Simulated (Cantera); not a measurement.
**Silicon etching in halogen gases: Si + Cl2 + H2**

Charge: 1 mol Si, 0.92 mol Cl2, a varied amount of H2, equilibrated at 775 °C and 28000 Pa.

Equilibrium computed with Cantera from the NASA thermochemical tables; the gas is ideal and each condensed phase is pure. Candidate condensed phases: Si; 19 gas species. The tables' values for SiCl3 are old estimates; treat these amounts as uncertain. Equilibrium is a limit: real reactors are often held back by kinetics, nucleation or transport.

From 11 mol H2 to 73 mol H2 the condensed part is Si(s). The main Si-bearing gas is SiCl4 at 11 mol H2 and SiHCl3 at 73 mol H2. The share of Si in condensed phases is highest at 73 mol H2 (64.9 %) and lowest at 11 mol H2 (53.7 %).

```json
[
 {"n(H2) (mol)": "11", "log p H2": "-0.58", "log p SiCl4": "-2.17", "log p HCl": "-2.33", "log p SiHCl3": "-2.41", "log p SiH2Cl2": "-3.59", "log p SiCl3": "-3.62", "n Si(s)": "0.537"},
 {"n(H2) (mol)": "15", "log p H2": "-0.57", "log p SiCl4": "-2.33", "log p HCl": "-2.37", "log p SiHCl3": "-2.52", "log p SiH2Cl2": "-3.66", "log p SiCl3": "-3.74", "n Si(s)": "0.546"},
 {"n(H2) (mol)": "20", "log p H2": "-0.57", "log p SiCl4": "-2.48", "log p HCl": "-2.40", "log p SiHCl3": "-2.64", "log p SiH2Cl2": "-3.74", "log p SiCl3": "-3.86", "n Si(s)": "0.557"},
 {"n(H2) (mol)": "28", "log p H2": "-0.57", "log p SiCl4": "-2.66", "log p HCl": "-2.45", "log p SiHCl3": "-2.77", "log p SiH2Cl2": "-3.82", "log p SiCl3": "-3.99", "n Si(s)": "0.573"},
 {"n(H2) (mol)": "38", "log p H2": "-0.56", "log p SiCl4": "-2.84", "log p HCl": "-2.49", "log p SiHCl3": "-2.90", "log p SiH2Cl2": "-3.91", "log p SiCl3": "-4.13", "n Si(s)": "0.592"},
 {"n(H2) (mol)": "53", "log p H2": "-0.56", "log p SiCl4": "-3.04", "log p HCl": "-2.54", "log p SiHCl3": "-3.05", "log p SiH2Cl2": "-4.01", "log p SiCl3": "-4.28", "n Si(s)": "0.618"},
 {"n(H2) (mol)": "73", "log p H2": "-0.56", "log p SiCl4": "-3.25", "log p HCl": "-2.59", "log p SiHCl3": "-3.21", "log p SiH2Cl2": "-4.11", "log p SiCl3": "-4.43", "n Si(s)": "0.649"}
]
```
log p: log10 of the partial pressure in bar; n: condensed amount in mol.
